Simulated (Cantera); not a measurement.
## SiCl4 + Cl2 + H2 (chlorosilane synthesis and conversion)

Input: 1 mol SiCl4, 1 mol Cl2, 17 mol H2, equilibrated at 25000 Pa.

Equilibrium computed with Cantera from the NASA thermochemical tables; the gas is ideal and each condensed phase is pure. Candidate condensed phases: Si; 19 gas species. The tables' values for SiCl3 are old estimates; treat these amounts as uncertain. Kinetics and transport are ignored.

```csv
T (°C),x H2,x HCl,x SiCl4,x SiCl2,x SiCl3,x SiHCl3
877,0.833,0.114,0.0441,0.000438,0.00133,0.00654
927,0.829,0.118,0.0407,0.00136,0.00251,0.00775
977,0.823,0.125,0.0360,0.00349,0.00419,0.00843
1027,0.814,0.134,0.0299,0.00742,0.00612,0.00828
1077,0.803,0.146,0.0231,0.0131,0.00781,0.00731
1127,0.791,0.158,0.0165,0.0199,0.00879,0.00584
1177,0.780,0.169,0.0108,0.0267,0.00889,0.00430
```
x: gas mole fraction; nothing condenses.

From 877 °C to 1177 °C nothing is condensed. The main Si-bearing gas is SiCl4 at 877 °C and SiCl2 at 1177 °C.
